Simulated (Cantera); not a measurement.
What does this Cantera script print?

```python
import numpy as np
import cantera as ct

gas = ct.Solution("gri30.yaml")
gas.TPX = 900, 2666, {'H2': 0.02, 'O2': 1}
reactor = ct.IdealGasConstPressureReactor(gas, energy="off", clone=False)
net = ct.ReactorNet([reactor])
net.rtol, net.atol = 1e-08, 1e-18
show = ['H2', 'O2', 'H2O', 'O', 'OH', 'H', 'H2O2']
times = np.geomspace(5e-05, 40, 11)

steps = ct.SolutionArray(gas, extra=["t"])
rows = []
print(f"{'t/s':>10s}{'T/K':>9s}{'P/Pa':>11s}" + "".join(f"{s:>11s}" for s in show))
for t in times:
    while net.time < t:
        t_next = net.step()
        steps.append(gas.state, t=t_next)
    rows.append([np.interp(t, steps.t, y) for y in (steps.T, steps.P, *steps(*show).X.T)])
    print(f"{t:10.3e}{rows[-1][0]:9.1f}{rows[-1][1]:11.4g}" + "".join(f"{x:11.3e}" for x in rows[-1][2:]))
rate = np.gradient(steps.T, steps.t)
print("integrator steps:", len(steps.t))
if steps.T.max() > steps.T[0] + 200:
    print(f"time of steepest temperature rise: {steps.t[rate.argmax()]:.4e} s")
gas.TPX = 900, 2666, {'H2': 0.02, 'O2': 1}
gas.equilibrate("TP")
print(f"equilibrium (TP): T = {gas.T:.1f} K  " + "  ".join(f"{s} {gas[s].X[0]:.3e}" for s in show))
```

It prints:

```
       t/s      T/K       P/Pa         H2         O2        H2O          O         OH          H       H2O2
 5.000e-05    900.0       2666  1.961e-02  9.804e-01  1.434e-14  1.379e-13  1.273e-13  7.543e-13  2.334e-18
 1.947e-04    900.0       2666  1.961e-02  9.804e-01  5.882e-13  1.633e-12  1.221e-12  2.278e-12  3.604e-17
 7.579e-04    900.0       2666  1.961e-02  9.804e-01  1.806e-11  1.977e-11  9.650e-12  9.840e-12  5.810e-16
 2.951e-03    900.0       2666  1.961e-02  9.804e-01  2.102e-09  1.458e-09  5.918e-10  5.274e-10  1.747e-14
 1.149e-02    900.0       2666  1.545e-02  9.780e-01  3.394e-03  1.640e-03  5.902e-04  9.327e-04  2.220e-07
 4.472e-02    900.0       2666  2.224e-04  9.798e-01  1.952e-02  3.041e-04  8.790e-05  1.677e-05  1.186e-07
 1.741e-01    900.0       2666  3.164e-05  9.802e-01  1.976e-02  3.276e-05  2.040e-05  4.242e-07  4.333e-08
 6.778e-01    900.0       2666  4.475e-06  9.802e-01  1.979e-02  3.738e-06  6.774e-06  1.622e-08  1.754e-08
 2.639e+00    900.0       2666  3.836e-07  9.802e-01  1.980e-02  4.150e-07  2.379e-06  6.187e-10  5.763e-09
 1.027e+01    900.0       2666  1.446e-08  9.802e-01  1.980e-02  5.311e-08  8.673e-07  2.756e-11  1.522e-09
 4.000e+01    900.0       2666  2.312e-10  9.802e-01  1.980e-02  9.303e-09  3.615e-07  1.978e-12  3.883e-10
integrator steps: 1347
equilibrium (TP): T = 900.0 K  H2 3.944e-13  O2 9.802e-01  H2O 1.980e-02  O 3.286e-11  OH 2.130e-08  H 4.526e-16  H2O2 2.179e-12
```

Computed with Cantera and GRI-Mech 3.0 (53 species, 325 reactions). Radical loss at walls, strong at low pressure, is not modelled. Below about 950 K walls govern HO2 and H2O2 in real vessels.
